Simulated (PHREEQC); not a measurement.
A solution holds 0.25 mol CuSO4, 0.00074 mol HBF4 and 0.019 mol NaCl per kg of water, at 28 °C. Closed to the air; pH follows from the charge balance.

All values are PHREEQC results (ion-association model, wateq4f.dat), not measurements.

```
quantity                         before    after
-------------------------------  ------  -------
pH                                 3.35     3.89
ionic strength (mol/kgw)          0.487   0.0639
CuSO4 (mol/kgw)                   0.130  0.00944
Cu+2 (mol/kgw)                    0.117   0.0155
SO4-2 (mol/kgw)                   0.116   0.0154
Cl- (mol/kgw)                    0.0174  0.00186
SI of Chalcanthite (CuSO4:5H2O)   -0.54    -1.71
SI of Antlerite (Cu3(OH)4SO4)     -1.13    -1.37
```

Name the change that produced these shifts.
(A) diluted 10-fold with water
(B) HBF4 from 0.00074 to 0.00037 mol/kgw
(C) NaCl from 0.019 to 0.0038 mol/kgw
(D) CuSO4 from 0.25 to 0.225 mol/kgw
(E) HBF4 from 0.00074 to 7.4e-05 mol/kgw

A, diluted 10-fold with water

This is a speciation only: nothing precipitates in the calculation. Real BF4- forms and hydrolyses slowly; the run takes it at equilibrium.
